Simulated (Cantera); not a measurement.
Feed: 1 mol Si, 0.094 mol CO2, a varied amount of H2, held at 1973 K and 1 atm.

Points: n(H2) (mol) = 58, 74, 93, 120, 150, 190, 240, 300, 380, 490, 610, 780, 980.

Cantera's Mixture.equilibrate('TP', solver="vcs", rtol=1e-11, max_steps=5000) on the NASA tables stopped like this:

```
ERROR: FAILURE its = 5001!

*******************************************************************************
CanteraError thrown by MultiPhase::equilibrate:
VCS solver failed. Return code: -1
*******************************************************************************
```

Task: What got this run through?

Result: One answer among several that fit: The failure is numerical, not chemical. The same input converged with solver="gibbs", rtol=1e-10, max_steps=50000, and the result passed a check of the equilibrium conditions:
```
log10 of partial pressures in bar; condensed amounts in mol
     n(H2)        H2       SiO         H        CO      SiH2     Si(L)    SiC(b)
        58     0.004    -2.593    -2.868    -3.144    -4.038    0.7935    0.0512
        74     0.004    -2.699    -2.868    -3.250    -4.038    0.7916   0.05077
        93     0.004    -2.798    -2.868    -3.349    -4.037    0.7893   0.05025
       120     0.004    -2.908    -2.868    -3.459    -4.037     0.786   0.04951
       150     0.005    -3.005    -2.868    -3.556    -4.037    0.7824   0.04868
       190     0.005    -3.107    -2.868    -3.659    -4.037    0.7775   0.04759
       240     0.005    -3.209    -2.868    -3.760    -4.037    0.7715   0.04622
       300     0.005    -3.306    -2.867    -3.857    -4.037    0.7642   0.04457
       380     0.005    -3.408    -2.867    -3.960    -4.037    0.7546   0.04238
       490     0.005    -3.519    -2.867    -4.070    -4.037    0.7413   0.03936
       610     0.005    -3.614    -2.867    -4.165    -4.037    0.7268   0.03607
       780     0.005    -3.720    -2.867    -4.272    -4.037    0.7062   0.03141
       980     0.005    -3.820    -2.867    -4.371    -4.037     0.682   0.02593
```

The gas is ideal and each condensed phase is pure. Mutual solubility and eutectic melting of coexisting phases are not modelled. Gases not in the tables: Si2H6 and higher silanes.
